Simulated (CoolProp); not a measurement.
Properties of ethylene along the isobar 5260 kPa (Tc = 9.2 °C, pc = 5042 kPa, ω = 0.087).

Model: reference Helmholtz-energy equation of state, Smukala 2000, in CoolProp.

| T (°C) | phase | speed of sound (m/s) | isothermal compressibility (1/MPa) | expansivity (1/kK) | fugacity coefficient |
|---|---|---|---|---|---|
| -58.25 | liquid | 1011 | 0.003736 | 3.283 | 0.1540 |
| -45.25 | liquid | 906.7 | 0.005062 | 3.782 | 0.2242 |
| -32.15 | liquid | 795.1 | 0.007323 | 4.554 | 0.3099 |
| -19.15 | liquid | 674.9 | 0.01175 | 5.892 | 0.4077 |
| -6.05 | liquid | 535.9 | 0.02375 | 8.979 | 0.5155 |
| 6.95 | liquid | 341.6 | 0.1201 | 27.44 | 0.6248 |
| 20.05 | supercritical | 246.1 | 0.4667 | 23.69 | 0.6963 |
| 33.05 | supercritical | 269.6 | 0.3255 | 12.26 | 0.7383 |
